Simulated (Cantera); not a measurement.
An isothermal plug-flow reactor at 1225 K and 100000 Pa (inlet), inlet velocity 2.7 m/s, active area per volume 330 1/m; feed CH4 : O2 : N2 = 0.0056 : 0.024 : 0.79 (molar parts), equivalence ratio 0.47.

Computed with Cantera and Deutschmann's 1995 Pt surface mechanism with GRI-Mech 3.0 gas chemistry. Catalytic surfaces can have several steady states; this one follows from the mechanism file's or the stated starting coverage. Mass transfer to the wall is taken as infinitely fast.

**Question.** What does this change do: area per volume 330 to 270 1/m?

**Answer.** 
| quantity | before | after |
|---|---|---|
| x(CH4) at z = 0.014 m | 0.00155 | 0.00205 |
| x(O2) at z = 0.014 m | 0.0189 | 0.0199 |
| x(H2O) at z = 0.014 m | 0.0104 | 0.00939 |
| x(CO2) at z = 0.014 m | 0.00515 | 0.00465 |
| x(CO) at z = 0.014 m | 3.25e-6 | 4.24e-6 |
| θ(free Pt) at the exit | 0.569 | 0.566 |
| θ(O*) at the exit | 0.430 | 0.433 |
| θ(OH*) at the exit | 0.00119 | 0.00113 |
